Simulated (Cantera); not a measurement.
Input: 1 mol Cu2O, 2.3 mol CH4, 1.8 mol H2, equilibrated at 1825 °C and 1 atm.

These are equilibrium values from Cantera (NASA tables, ideal gas, pure condensed phases), not measurements of a reactor. Candidate condensed phases: C, C6H6, C7H8, C8H18, Cu, CuO, Cu(OH)2, Cu2O, H2O; 113 gas species. Equilibrium is a limit: real reactors are often held back by kinetics, nucleation or transport.

What is the equilibrium state?


| Item | Value |
|---|---|
| x(H2) | 0.852 |
| x(CO) | 0.134 |
| x(Cu) | 0.0101 |
| x(H) | 0.00282 |
| x(C2H2 (acetylene)) | 0.00122 |
| x(CH4) | 0.000244 |
| x(Cu2) | 5.73e-5 |
| x(CH3) | 1.57e-5 |
| x(H2O) | 9.33e-6 |
| n(C(graphite)) | 1.28 mol |
| n(Cu(l)) | 1.92 mol |
| gas amount | 7.485 mol |
